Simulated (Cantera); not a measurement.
A freely propagating, adiabatic, planar premixed flame of H2 : O2 : N2 = 1 : 0.943 : 3.55 (molar parts), equivalence ratio 0.53, unburnt at 448 K and 0.405 atm; mixture-averaged transport, grid criteria slope 0.08 and curve 0.16, no radiation.

Computed with Cantera and the H2/O2 subset of GRI-Mech 3.0, which has no nitrogen chemistry. Burning velocities carry a grid error of a few per cent, more on coarse grids. Lean hydrogen flames are cellular in practice and burn faster than this planar one.

Problem. How do the results move with these cheaper or finer settings: unity-Lewis-number transport; multicomponent transport; multicomponent+Soret transport; grid criteria slope 0.5, curve 1; grid criteria slope 0.25, curve 0.5; grid criteria slope 0.03, curve 0.06?

Solution. 
```json
[
 {"setting": "as above", "laminar burning velocity": "183 cm/s", "thermal thickness": "1.19 mm", "peak x(H)": "0.0157", "peak x(O)": "0.00908", "grid points": "113"},
 {"setting": "unity-Lewis-number transport", "laminar burning velocity": "160 cm/s", "thermal thickness": "0.850 mm", "peak x(H)": "0.0245", "peak x(O)": "0.0114", "grid points": "113"},
 {"setting": "multicomponent transport", "laminar burning velocity": "181 cm/s", "thermal thickness": "1.17 mm", "peak x(H)": "0.0156", "peak x(O)": "0.00907", "grid points": "113"},
 {"setting": "multicomponent+Soret transport", "laminar burning velocity": "164 cm/s", "thermal thickness": "1.17 mm", "peak x(H)": "0.0144", "peak x(O)": "0.00871", "grid points": "113"},
 {"setting": "grid criteria slope 0.5, curve 1", "laminar burning velocity": "233 cm/s", "thermal thickness": "1.51 mm", "peak x(H)": "0.0180", "peak x(O)": "0.00968", "grid points": "34"},
 {"setting": "grid criteria slope 0.25, curve 0.5", "laminar burning velocity": "193 cm/s", "thermal thickness": "1.25 mm", "peak x(H)": "0.0164", "peak x(O)": "0.00920", "grid points": "47"},
 {"setting": "grid criteria slope 0.03, curve 0.06", "laminar burning velocity": "179 cm/s", "thermal thickness": "1.17 mm", "peak x(H)": "0.0155", "peak x(O)": "0.00903", "grid points": "251"}
]
```
Unity Lewis numbers drop preferential diffusion, which matters most where H2 and H carry the flame; Soret adds thermal diffusion.
